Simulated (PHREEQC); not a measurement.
Ultrapure water in contact with air or piping: speciation

Model water analysis in mg/L, 75 °C, pH 6.05, pe 9.3:

| constituent | mg/L |
|---|---|
| Na | 0.0542 |
| K | 0.000685 |
| Ca | 0.0186 |
| Mg | 0.00207 |
| Cl | 0.00719 |
| S(6) as SO4 | 0.113 |
| Alkalinity as HCO3 | 0.0578 |
| Cu(2) | 6.45e-05 |
| Cd | 0.000527 |
| B | 1.96e-05 |
| Br | 2.97e-05 |
| N(5) as NO3 | 3.41e-05 |
| Ba | 0.000775 |

Na is adjusted to close the charge balance.
Valence states are taken as typed.

Computed with PHREEQC (ion-association model, wateq4f.dat).

Each row changes one thing in this solution. Precipitation was switched off in this run.

```json
[
 {"case": "as made", "ionic strength (mol/kgw)": "6.13e-6", "CO2 (mol/kgw)": "3.02e-6", "HCO3- (mol/kgw)": "1.62e-6", "Cu+2 (mol/kgw)": "9.77e-10", "HSO4- (mol/kgw)": "3.59e-10", "CaSO4 (mol/kgw)": "1.58e-10", "SI of Tenorite (CuO)": "-2.93", "SI of Cu(OH)2 (Cu(OH)2)": "-3.95"},
 {"case": "all concentrations times 3 at the same typed pH", "ionic strength (mol/kgw)": "(withheld)", "CO2 (mol/kgw)": "6.53e-6", "HCO3- (mol/kgw)": "3.51e-6", "Cu+2 (mol/kgw)": "2.92e-9", "HSO4- (mol/kgw)": "1.07e-9", "CaSO4 (mol/kgw)": "1.40e-9", "SI of Tenorite (CuO)": "-2.46", "SI of Cu(OH)2 (Cu(OH)2)": "-3.48"},
 {"case": "Cd from 0.000527 to 0.00158 mg/L", "ionic strength (mol/kgw)": "6.14e-6", "CO2 (mol/kgw)": "3.02e-6", "HCO3- (mol/kgw)": "1.62e-6", "Cu+2 (mol/kgw)": "9.77e-10", "HSO4- (mol/kgw)": "3.59e-10", "CaSO4 (mol/kgw)": "1.58e-10", "SI of Tenorite (CuO)": "-2.93", "SI of Cu(OH)2 (Cu(OH)2)": "-3.95"},
 {"case": "temperature from 75 to 45 °C at the same typed pH", "ionic strength (mol/kgw)": "6.13e-6", "CO2 (mol/kgw)": "3.11e-6", "HCO3- (mol/kgw)": "1.80e-6", "Cu+2 (mol/kgw)": "9.77e-10", "HSO4- (mol/kgw)": "1.61e-10", "CaSO4 (mol/kgw)": "(withheld)", "SI of Tenorite (CuO)": "-3.83", "SI of Cu(OH)2 (Cu(OH)2)": "-4.85"},
 {"case": "pH from 6.05 to 5.5 at the same alkalinity", "ionic strength (mol/kgw)": "8.41e-6", "CO2 (mol/kgw)": "(withheld)", "HCO3- (mol/kgw)": "4.06e-6", "Cu+2 (mol/kgw)": "1.01e-9", "HSO4- (mol/kgw)": "1.27e-9", "CaSO4 (mol/kgw)": "1.57e-10", "SI of Tenorite (CuO)": "-4.02", "SI of Cu(OH)2 (Cu(OH)2)": "-5.04"}
]
```

**Question.** Complete the blanks.

**Answer.** 
- all concentrations times 3 at the same typed pH, ionic strength (mol/kgw): 1.66e-5
- temperature from 75 to 45 °C at the same typed pH, CaSO4 (mol/kgw): 1.27e-10
- pH from 6.05 to 5.5 at the same alkalinity, CO2 (mol/kgw): 2.68e-5

At this temperature some constants are extrapolated from 25 °C, and those without enthalpy data are left unchanged.
